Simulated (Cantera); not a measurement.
## Gas activation for diamond growth

An isothermal, constant-pressure homogeneous reactor starts with 19.8 % CH4, 79.1 % H2, 1.19 % N2, at 2450 K and 1700 Pa.

Detailed kinetics in Cantera: GRI-Mech 3.0 (53 species, 325 reactions). GRI-Mech 3.0 stops at C3 and has no aromatics, soot or wall deposition, so with more carbon than oxygen in the feed, carbon stays in small species such as C2H2 where larger ones or solid carbon would form. Radical loss at walls, strong at low pressure, is not modelled.

| t (s) | x CH4 | x H2 | x CH3 | x HCN | x C2H4 | x C2H2 | x CH2 |
|---|---|---|---|---|---|---|---|
| 1.00e-6 | 0.197 | 0.790 | 0.000148 | <1e-12 | 1.85e-10 | <1e-12 | 2.32e-9 |
| 7.17e-6 | 0.196 | 0.790 | 0.00135 | <1e-12 | 1.04e-7 | 1.18e-9 | 3.12e-7 |
| 5.14e-5 | 0.186 | 0.789 | 0.0102 | 2.28e-10 | 0.000120 | 1.39e-5 | 2.93e-5 |
| 0.000369 | 0.101 | 0.813 | 0.0338 | 2.07e-7 | 0.00378 | 0.0194 | 0.000332 |
| 0.00265 | 0.00782 | 0.875 | 0.00432 | 3.11e-6 | 8.84e-5 | 0.0758 | 0.000149 |
| 0.0190 | 0.000128 | 0.857 | 0.000142 | 1.03e-5 | 4.05e-6 | 0.0799 | 1.36e-5 |
| 0.136 | 8.26e-6 | 0.799 | 2.13e-5 | 3.05e-5 | 1.19e-6 | 0.0770 | 4.85e-6 |
| 0.976 | 5.37e-6 | 0.777 | 1.71e-5 | 0.000253 | 8.68e-7 | 0.0758 | 4.80e-6 |
| 7.00 | 5.41e-6 | 0.777 | 1.72e-5 | 0.00141 | 8.62e-7 | 0.0752 | 4.83e-6 |
x: mole fraction; the columns are a selection and need not sum to one.

Equilibrium at this temperature and pressure: CH4 5.35e-6, H2 0.777, CH3 1.70e-5, HCN 0.0121, C2H4 8.01e-7, C2H2 0.0699, CH2 4.78e-6 (gas phase only).
